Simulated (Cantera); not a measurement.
Cantera run:

```python
import numpy as np
import cantera as ct

gas_names = """
    C CH CH2 CH3 CH2OH CH3O CH4 CH3OH CN CO CO2 COOH C2 C2H CHCO,ketyl C2H2,acetylene C2H2,vinylidene
    CH2CO,ketene C2H3,vinyl CH3CN CH3CO,acetyl C2H4 C2H4O,ethylen CH3CHO,ethanal CH3COOH (HCOOH)2 C2H5
    C2H6 CH3OCH3 C2H5OH CCN CNC C2N2 C2O C3 C3H3,propargyl C3H4,allene C3H4,propyne C3H4,cyclo-
    C3H5,allyl C3H6,propylene C3H6,cyclo- C3H6O C3H7,n-propyl C3H7,i-propyl C3H8 C3H8O,1propanol
    C3H8O,2propanol C3O2 C4 C4H2 C4H4,1,3-cyclo- C4H6,butadiene C4H6,2-butyne C4H6,cyclo- C4H8,1-butene
    C4H8,cis2-buten C4H8,tr2-butene C4H8,isobutene C4H8,cyclo- (CH3COOH)2 C4H9,n-butyl C4H9,i-butyl
    C4H9,s-butyl C4H9,t-butyl C4H10,isobutane C4H10,n-butane C4N2 C5 C5H6,1,3cyclo- C5H8,cyclo-
    C5H10,1-pentene C5H10,cyclo- C5H11,pentyl C5H11,t-pentyl C5H12,n-pentane C5H12,i-pentane
    CH3C(CH3)2CH3 C6H2 C6H5,phenyl C6H5O,phenoxy C6H6 C6H5OH,phenol C6H10,cyclo- C6H12,1-hexene
    C6H12,cyclo- C6H13,n-hexyl C7H7,benzyl C7H8 C7H8O,cresol C7H14,1-heptene C7H15,n-heptyl
    C7H16,n-heptane C8H8,styrene C8H10,ethylbenz C8H16,1-octene C8H17,n-octyl C8H18,isooctane
    C8H18,n-octane C9H19,n-nonyl C10H8,naphthale C10H21,n-decyl C12H9,o-bipheny C12H10,bipheny H HCN HCO
    HCCN HNC HNCO HNO HNO2 HNO3 HO2 H2 HCHO,formaldehy HCOOH H2O H2O2 N NCO NH NH2 NH3 NH2OH NO NO2 NO3
    N2 N2H2 N2H4 N2O O OH O2 O3 Si SiC SiC2 SiC4H12 SiH SiH2 SiH3 SiH4 SiN SiO SiO2 Si2 Si2C Si2N Si3
""".split()
cond_names = """
    C(gr) C6H6(L) C7H8(L) C8H18(L),n-octa H2O(s) H2O(L) Si(cr) Si(L) SiC(b) SiO2(Lqz) SiO2(hqz) SiO2(L)
    Si2N2O(s) Si3N4(a)
""".split()


def load(file, names, dense=False):
    # The tables refer to 1 bar. Condensed volumes are neglected.
    table = {s.name: s for s in ct.Species.list_from_file(file)}
    out = []
    for n in names:
        d = dict(table[n].input_data)
        d["thermo"] = dict(d["thermo"], **{"reference-pressure": 1e5})
        if dense:
            d["equation-of-state"] = {"model": "constant-volume", "density": "1e6 g/cm^3"}
        out.append(ct.Species.from_dict(d))
    return out


gas = ct.Solution(thermo="ideal-gas", species=load("nasa_gas.yaml", gas_names))
cond = {s.name: ct.Solution(thermo="fixed-stoichiometry", species=[s], name=s.name)
        for s in load("nasa_condensed.yaml", cond_names, dense=True)}
atoms = {
    'SiC': {'Si': 1, 'C': 1},
    'CO2': {'C': 1, 'O': 2},
    'N2': {'N': 2},
    'H2O': {'H': 2, 'O': 1},
}
top_T = {'C(gr)': 4500, 'SiC(b)': 3050, 'Si2N2O(s)': 2100, 'Si3N4(a)': 2400}  # K; cautious upper limits of use, not melting points


def equilibrate(T, P, feed):
    n = {}
    for name, mol in feed.items():
        for a, k in atoms[name].items():
            n[a] = n.get(a, 0.0) + k * mol
    gas.TPX = T, P, n
    mass = sum(n.values()) * gas.mean_molecular_weight
    gas.equilibrate("TP")
    valid = [c for c in cond.values() if c.min_temp <= T <= top_T.get(c.name, c.max_temp)]
    mix = ct.Mixture([(gas, mass / gas.mean_molecular_weight)] + [(c, 0.0) for c in valid])
    mix.T, mix.P = T, P
    mix.equilibrate("TP", solver="vcs", rtol=1e-11, max_steps=5000)
    return mix


results = []
feed = {'SiC': 1, 'CO2': 3.2, 'N2': 1.7, 'H2O': 4.1}  # mol
T = 1325  # K
P = 160  # Pa
mix = equilibrate(T, P, feed)
results.append((T, P, feed, dict(zip(mix.species_names, mix.species_moles))))
print(gas.report(threshold=0.001))
for i in range(1, mix.n_phases):
    print(f"{mix.phase(i).name:16s} {mix.phase_moles(i):12.5e} mol")
```

Output:

```
       temperature   1325 K
          pressure   160 Pa
           density   0.00035194 kg/m^3
  mean mol. weight   24.233 kg/kmol
   phase of matter   gas

                          1 kg             1 kmol
                     ---------------   ---------------
          enthalpy       -4.9694e+06       -1.2042e+08  J
   internal energy        -5.424e+06       -1.3144e+08  J
           entropy             12632        3.0611e+05  J/K
    Gibbs function       -2.1707e+07       -5.2602e+08  J
 heat capacity c_p            1685.4             40842  J/K
 heat capacity c_v            1342.3             32527  J/K

                      mass frac. Y      mole frac. X     chem. pot. / RT
                     ---------------   ---------------   ---------------
                CO           0.27092           0.23438           -44.308
               CO2            0.3371           0.18561           -73.438
                H2          0.013777           0.16561           -26.485
               H2O           0.18168           0.24438           -55.614
                N2           0.19653              0.17           -33.849
     [ +146 minor]        9.5446e-07        1.7006e-05

C(gr)             0.00000e+00 mol
Si(cr)            0.00000e+00 mol
SiC(b)            0.00000e+00 mol
SiO2(hqz)         1.00000e+00 mol
Si2N2O(s)         0.00000e+00 mol
Si3N4(a)          0.00000e+00 mol
```

These are equilibrium values from Cantera (NASA tables, ideal gas, pure condensed phases), not measurements of a reactor. The tables hold silica as quartz up to 1696 K and as liquid above; real silica turns to tridymite and cristobalite and melts near 1996 K.
